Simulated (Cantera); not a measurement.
Charge: 1 mol TEOS, 0.15 mol CO2, held at 0.940 bar.

These are equilibrium values from Cantera (NASA tables, ideal gas, pure condensed phases), not measurements of a reactor. Candidate condensed phases: C, C6H6, C7H8, C8H18, H2O, Si, SiC, SiO2; 123 gas species. The feed counts by its element totals alone. The numbers say what is thermodynamically allowed, not how fast it happens.

**Question.** At 1752 °C, list the 5 most abundant gas species with their mole fractions, and the condensed phases.

**Answer.** H2 0.697, CO 0.298, SiO 0.00293, H 0.00166, C2H2 (acetylene) 0.000631. Condensed: C(graphite) + SiC(s).
